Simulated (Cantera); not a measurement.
An isothermal plug-flow reactor at 1048 K and 1.00 atm (inlet), inlet velocity 3.1 m/s, active area per volume 350 1/m; feed CH4 : O2 : N2 = 0.006 : 0.15 : 0.79 (molar parts).

Detailed kinetics in Cantera: Deutschmann's 1995 Pt surface mechanism with GRI-Mech 3.0 gas chemistry. Catalytic surfaces can have several steady states; this one follows from the mechanism file's or the stated starting coverage. Mass transfer to the wall is taken as infinitely fast.

**Question.** What does this change do: inlet velocity 3.1 to 0.76 m/s?

**Answer.** 
```json
[
 {"quantity": "x(CH4) at z = 0.0031 m", "before": "0.00614", "after": "0.00554"},
 {"quantity": "x(O2) at z = 0.0031 m", "before": "0.158", "after": "0.157"},
 {"quantity": "x(H2O) at z = 0.0031 m", "before": "0.000414", "after": "0.00161"},
 {"quantity": "x(CO2) at z = 0.0031 m", "before": "0.000203", "after": "0.000799"},
 {"quantity": "x(CO) at z = 0.0031 m", "before": "3.71e-6", "after": "3.36e-6"},
 {"quantity": "θ(free Pt) at the exit", "before": "0.224", "after": "0.224"},
 {"quantity": "θ(O*) at the exit", "before": "0.776", "after": "0.775"}
]
```
